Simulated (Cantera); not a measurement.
A closed system holds: 1 mol SiCl4, a varied amount of H2, held at 1373 K and 100000 Pa.

Cantera equilibrium calculation (NASA polynomials, part measured and part estimated; ideal gas, pure solids and liquids). Candidate condensed phases: Si; 19 gas species. The tables' values for SiCl3 are old estimates; treat these amounts as uncertain. Equilibrium is a limit: real reactors are often held back by kinetics, nucleation or transport.

x: gas mole fraction; n: condensed amount in mol.

| n(H2) (mol) | x H2 | x HCl | x SiCl4 | x SiCl2 | x SiHCl3 | x SiCl3 | n Si(s) |
|---|---|---|---|---|---|---|---|
| 9.3 | 0.821 | 0.0846 | 0.0347 | 0.0231 | 0.0213 | 0.0132 | 0 |
| 18 | 0.885 | 0.0677 | 0.0133 | 0.0149 | 0.0110 | 0.00653 | 0.0854 |
| 37 | 0.930 | … | … | … | … | 0.00253 | … |
| 73 | 0.958 | 0.0352 | 0.000831 | 0.00373 | 0.00143 | 0.000818 | 0.462 |
| 140 | 0.975 | … | … | … | … | 0.000210 | … |
| 290 | 0.987 | 0.0124 | 1.19e-5 | 0.000447 | 6.02e-5 | 3.40e-5 | 0.822 |
| 570 | 0.993 | 0.00666 | 9.87e-7 | 0.000128 | 9.31e-6 | 5.23e-6 | 0.907 |
| 1100 | 0.996 | 0.00354 | 7.84e-8 | 3.62e-5 | 1.40e-6 | 7.83e-7 | 0.949 |

Task: Some entries are withheld; supply them.

Result: 
- 37, x HCl: 0.0506
- 37, x SiCl4: 0.00375
- 37, x SiCl2: 0.00791
- 37, x SiHCl3: 0.00436
- 37, n Si(s): 0.253
- 140, x HCl: 0.0226
- 140, x SiCl4: 0.000136
- 140, x SiCl2: 0.00150
- 140, x SiHCl3: 0.000370
- 140, n Si(s): 0.661
